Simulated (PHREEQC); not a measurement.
Solution (94 °C): 0.0092 mol HF, 0.13 mol NH4HF2, 0.005 mol H2SiF6 and 0.00023 mol HCl per kg of water. Closed to the air; pH follows from the charge balance.

Model: ion-association model, phreeqc.dat, run in PHREEQC.

| quantity | before | after |
|---|---|---|
| pH | 3.48 | 3.19 |
| ionic strength (mol/kgw) | 0.135 | 0.136 |
| NH3 (mol/kgw) | 7.54e-6 | 6.98e-7 |
| SI of Quartz (SiO2) | -6.29 | -8.10 |

Name the change that produced these shifts.
(A) HCl left out
(B) 0.05 mol/kgw (NH4)2SO4 added
(C) temperature from 94 to 60 °C
(D) temperature from 94 to 85 °C
(E) 0.0022 mol/kgw KOH added

C, temperature from 94 to 60 °C

This is a speciation only: nothing precipitates in the calculation. At this temperature some constants are extrapolated from 25 °C, and those without enthalpy data are left unchanged. SiF6-2 is the database's only silicon fluoride.
